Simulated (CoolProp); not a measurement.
Saturated liquid density (kg/m³) of CH2F2 (R32): the reference equation beside estimates from Tc = 78.1 °C, pc = 57.83 bar, ω = 0.277. Rackett uses Z = 0.29056 − 0.08775 ω.

Values from CoolProp's reference Helmholtz-energy equation of state, Tillner-Roth 1997.

| T (°C) | reference | Rackett | van der Waals | Redlich-Kwong | Soave-Redlich-Kwong | Peng-Robinson |
|---|---|---|---|---|---|---|
| -59.85 | 1235 | 1066 | 631.8 | 929.2 | 961.4 | 1085 |
| -57.05 | 1228 | 1059 | 628.3 | 923.2 | 955.9 | 1079 |
| -54.15 | 1220 | 1053 | 624.6 | 916.8 | 950.1 | 1073 |
| -51.25 | 1212 | 1046 | 620.9 | 910.3 | 944.2 | 1067 |
| -48.45 | 1204 | 1040 | 617.2 | 904.0 | 938.4 | 1060 |
| -45.55 | 1196 | 1033 | 613.4 | 897.3 | 932.3 | 1054 |
| -42.65 | 1188 | 1026 | 609.5 | 890.5 | 926.0 | 1047 |
| -39.85 | 1180 | 1019 | 605.7 | 883.8 | 919.8 | 1040 |
| -36.95 | 1171 | 1012 | 601.7 | 876.8 | 913.3 | 1033 |
| -34.05 | 1163 | 1005 | 597.7 | 869.6 | 906.6 | 1026 |
| -31.25 | 1155 | 998.4 | 593.7 | 862.6 | 900.0 | 1019 |
| -28.35 | 1146 | 991.2 | 589.5 | 855.2 | 893.0 | 1011 |
| -25.45 | 1137 | 983.9 | 585.3 | 847.7 | 885.9 | 1003 |
| -22.55 | 1128 | 976.5 | 581.0 | 840.0 | 878.6 | 995.1 |

Absolute difference from the reference over all 14 rows, mean and median: Rackett 13.6 and 13.6 %, van der Waals 48.7 and 48.7 %, Redlich-Kwong 25.1 and 25.1 %, Soave-Redlich-Kwong 22.1 and 22.1 %, Peng-Robinson 11.9 and 11.9 %.
